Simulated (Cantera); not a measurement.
A perfectly stirred reactor is fed with CH4 : O2 : N2 = 1 : 2.38 : 8.95 (molar parts), equivalence ratio 0.84, at 22000 Pa; it is adiabatic with a 650 K inlet, and is followed from long to short residence time, starting on the burning branch (τ in s: 0.22, 0.096, 0.042, 0.018, 0.0077, 0.0033, 0.0014, 0.00062, 0.00027, 0.00012, 5e-05, 2.1e-05, 9.2e-06).

Computed with Cantera and GRI-Mech 3.0 (53 species, 325 reactions).

x: mole fraction; the columns are a selection and need not sum to one.

```
τ (s)    T (K)     x CH4    x O2    x C2H4     x C2H      x NO    x HO2
-------  -----  --------  ------  --------  --------  --------  -------
0.22      2217   2.68e-6  0.0330  4.66e-11    <1e-12   0.00197  1.34e-6
0.096     2196   5.32e-6  0.0341  1.54e-10  1.68e-12   0.00115  1.33e-6
0.042     2157   1.00e-5  0.0357  4.18e-10  4.20e-12  0.000603  1.38e-6
0.018     2100       ___  0.0376       ___  9.41e-12       ___      ___
0.0077    2032   3.69e-5  0.0397   2.84e-9  2.16e-11  0.000130  2.12e-6
0.0033    1961   7.61e-5  0.0419   8.77e-9  5.56e-11   6.43e-5  2.93e-6
0.0014    1892  0.000170  0.0444   3.36e-8  1.73e-10   3.51e-5  4.20e-6
0.00062   1833  0.000396  0.0478   1.54e-7  6.20e-10   2.11e-5  6.57e-6
0.00027   1771   0.00111  0.0545   1.14e-6   3.03e-9   1.27e-5  1.39e-5
0.00012    650    0.0811   0.193    <1e-12    <1e-12    <1e-12   <1e-12
5.0e-5     650    0.0811   0.193    <1e-12    <1e-12    <1e-12   <1e-12
2.1e-5     650    0.0811   0.193    <1e-12    <1e-12    <1e-12   <1e-12
9.2e-6     650    0.0811   0.193    <1e-12    <1e-12    <1e-12   <1e-12
```

Problem. Complete the blanks.

Solution. 
- 0.018, x CH4: 1.89e-5
- 0.018, x C2H4: 1.06e-9
- 0.018, x NO: 0.000283
- 0.018, x HO2: 1.62e-6
